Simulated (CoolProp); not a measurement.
A single-stage vapour-compression cycle with fluoroethane (R161): evaporating at 198.15 K (dew point), condensing at 243.15 K (bubble point), superheat 10 K, subcooling 5 K, compressor efficiency 0.6, no pressure losses. Each further row changes one setting.

The numbers come from the reference Helmholtz-energy equation of state, Wu 2012 in CoolProp.

| case | cooling COP | pressure ratio | discharge temperature (K) | refrigerating effect (kJ/kg) | volumetric capacity (kJ/m³) |
|---|---|---|---|---|---|
| as stated | 2.23 | 11.4 | 357.7 | 395 | 137 |
| evaporating temperature 203.15 K | 2.63 | … | 343.2 | 400 | … |
| condensing temperature 238.15 K | 2.55 | 9.19 | … | 405 | 140 |
| subcooling 10 K | 2.28 | 11.4 | 357.7 | 405 | 140 |
| superheat 20 K | 2.19 | 11.4 | 370.0 | 405 | … |
| compressor efficiency 0.5 | 1.86 | 11.4 | … | 395 | 137 |

Q: Fill in the missing entries.

A: 
- evaporating temperature 203.15 K, pressure ratio: 8.20
- evaporating temperature 203.15 K, volumetric capacity (kJ/m³): 189
- condensing temperature 238.15 K, discharge temperature (K): 344.1
- superheat 20 K, volumetric capacity (kJ/m³): 134
- compressor efficiency 0.5, discharge temperature (K): 381.8
